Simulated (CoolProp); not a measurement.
A Linde-Hampson liquefier for dry air: isothermal reversible compression at 230 K from 1 atm to 5 MPa, throttling to 1 atm, return gas leaving the recuperator 0 K below the feed. Each further row changes one setting.

Model: reference Helmholtz-energy equation of state, Lemmon 2000, in CoolProp. It is a pseudo-pure fit of the blend.

```
case                        liquid yield per pass  compression work (kJ/kg of gas)
--------------------------  ---------------------  -------------------------------
as stated                                   0.052                              253
high pressure 10 MPa                        0.103                              295
warm-end temperature 260 K                  0.037                              288
warm-end gap 5 K                            0.039                              253
```
